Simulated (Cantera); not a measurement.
A closed system holds: 1 mol Pb, 6.2 mol CO, 2.6 mol N₂, equilibrated at 1.00 bar.

These are equilibrium values from Cantera (NASA tables, ideal gas, pure condensed phases), not measurements of a reactor. Candidate condensed phases: C, Pb, PbO, PbO₂, Pb₃O₄; 27 gas species. Kinetics and transport are ignored.

Q: At 1150 °C, list the 4 most abundant gas species with their mole fractions, and the condensed phases.

A: CO 0.696, N₂ 0.292, Pb 0.0112, CO₂ 0.000659. Condensed: C(graphite) + Pb(l).
